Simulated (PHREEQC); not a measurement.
**Leach liquor: speciation**

Consider water at 20 °C with 11 mmol/kgw HCl, 0.23 mmol/kgw Al2(SO4)3 and 2.7 mmol/kgw MnSO4. Closed to the air; pH follows from the charge balance.

Model: ion-association model, wateq4f.dat, run in PHREEQC.

Precipitation was switched off in this run.

What pH, ionic strength does the model give?

pH 2.05; ionic strength 0.0206 mol/kgw.

In which forms is S present?

SO4-2 56 %, HSO4- 29 %, AlSO4+ 7.5 %, MnSO4 7.4 %, Al(SO4)2- 0.5 % of the S.

Complexes and solids missing from the database can't appear.
